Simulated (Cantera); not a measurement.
An adiabatic, constant-volume homogeneous reactor starts with C3H8 : O2 : N2 = 1 : 8.62 : 32.4 (molar parts), at 1723 K and 4580 Torr.

Detailed kinetics in Cantera: GRI-Mech 3.0 (53 species, 325 reactions). GRI-Mech 3.0 was tuned for natural gas; its chemistry of propane as a main component is partial and can be far from experiment.

One state of this run: T (K) = 2879; P (bar) = 10.7; x C3H8 = <1e-12; x O2 = 0.0839; x OH = 0.0185; x CH4 = <1e-12; x CO2 = 0.0506. x: mole fraction; the columns are a selection and need not sum to one.

Q: Which value of t (s) does it belong to?
A) 0.218
B) 0.0416
C) 0.00793
D) 1.05e-5

A: D, 1.05e-5
